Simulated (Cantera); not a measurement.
A closed system holds: 1 mol Cr, 8.3 mol H2O, 1.9 mol N2, 1.2 mol NH3, at 1523.15 K and 1 atm.

Equilibrium computed with Cantera from the NASA thermochemical tables; the gas is ideal and each condensed phase is pure. Candidate condensed phases: Cr, CrN, Cr2N, Cr2O3, H2O; 29 gas species. Kinetics and transport are ignored.

Base state: H2O 0.540, H2 0.262, N2 0.198, H 1.18e-5 (mole fractions); condensed: Cr2O3(s).

Question: What changes in the equilibrium state with this change: temperature from 1523.15 K to 2375 K?

Answer: 
```csv
species,before,after
H2O,0.540,0.534
H2,0.262,0.258
N2,0.198,0.197
H,1.18e-5,0.00712
CrO,<1e-9,0.000272
CrO2,<1e-9,0.000183
Cr,<1e-9,0.000137
O,<1e-9,4.86e-5
O2,<1e-9,4.17e-5
"Cr2O3(s), mol",0.500,0.496
```

Question: What changes in the equilibrium state with this change: temperature from 1523.15 K to 2700 K?

Answer: 
```json
[
 {"species": "H2O", "before": "0.540", "after": "0.505"},
 {"species": "H2", "before": "0.262", "after": "0.242"},
 {"species": "N2", "before": "0.198", "after": "0.190"},
 {"species": "H", "before": "1.18e-5", "after": "0.0278"},
 {"species": "OH", "before": "7.48e-7", "after": "0.0149"},
 {"species": "CrO", "before": "<1e-9", "after": "0.00863"},
 {"species": "CrO2", "before": "<1e-9", "after": "0.00551"},
 {"species": "Cr", "before": "<1e-9", "after": "0.00350"},
 {"species": "O", "before": "<1e-9", "after": "0.00109"},
 {"species": "Cr2O3(s), mol", "before": "0.500", "after": "0"},
 {"species": "Cr2O3(l), mol", "before": "0", "after": "0.384"}
]
```
Gases not in the tables: CrO2(OH)2.

Question: What changes in the equilibrium state with this change: NH3 from 1.2 to 0.19 mol?

Answer: 
| species | before | after |
|---|---|---|
| H2O | 0.540 | 0.643 |
| N2 | 0.198 | 0.189 |
| H2 | 0.262 | 0.169 |
| H | 1.18e-5 | 9.45e-6 |
| Cr2O3(s), mol | 0.500 | 0.500 |
